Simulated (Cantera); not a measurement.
Charge: 1 mol Zr, 0.016 mol H2O, 120 mol H2, at 1600 °C and 1 atm.

Cantera equilibrium calculation (NASA polynomials, part measured and part estimated; ideal gas, pure solids and liquids). Mutual solubility and eutectic melting of coexisting phases are not modelled. Condensed phases not in the tables: N, O or C dissolved in the metal. Equilibrium is a limit: real reactors are often held back by kinetics, nucleation or transport.

```csv
species,before,after
H2,0.999,0.998
H,0.000642,0.00191
"Zr(β), mol",0.992,0.992
"ZrO2(tetragonal), mol",0.00798,0.00792
```
Gas species are given as mole fractions.

Question: What was changed between the two runs?
(A) temperature from 1600 °C to 1752 °C
(B) temperature from 1600 °C to 2425 °C
(C) temperature from 1600 °C to 2127 °C
(D) pressure from 1 atm to 2.90 mbar

Answer: A, temperature from 1600 °C to 1752 °C
